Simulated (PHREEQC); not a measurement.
Dissolve 1.5 mmol/kgw TMAH, 0.041 mmol/kgw K2SiO3 and 6.9 mmol/kgw Na2CO3 at 25 °C. Closed to the air; pH follows from the charge balance.

All values are PHREEQC results (ion-association model, wateq4f.dat), not measurements.

The pH comes out as 11.24 and the ionic strength comes out as 0.0202 mol/kgw. The total alkalinity is 15.4 meq/kg.

```
species   molality  activity   log γ
--------  --------  --------  ------
Na+         0.0130    0.0113  -0.060
CO3-2      0.00564   0.00331  -0.232
OH-        0.00201   0.00174  -0.062
(CH3)4N+   0.00150   0.00130  -0.061
NaCO3-    0.000797  0.000698  -0.058
HCO3-     0.000463  0.000406  -0.058
K+         8.20e-5   7.11e-5  -0.062
```

Precipitation was switched off in this run. (CH3)4N+ isn't in the database: it is added as a free cation with an ion size of 4 Å.
